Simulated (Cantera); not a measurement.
**Ignition delay**

Mixture: CH4 : H2 : O2 : N2 = 1 : 1.2 : 5.1 : 19.2 (molar parts), equivalence ratio 0.51, at 2.07 atm, adiabatic and at constant pressure. Ignition delay is the time to a rise of 400 K.

Detailed kinetics in Cantera: GRI-Mech 3.0 (53 species, 325 reactions).

```
T0 (K)  delay (ms)
------  ----------
1250         0.201
1325         0.114
1400        0.0707
1475        0.0468
1550        0.0328
1625        0.0239
1700        0.0180
```

```json
{
 "apparent activation energy between 1550 and 1700 K": "87 kJ/mol"
}
```
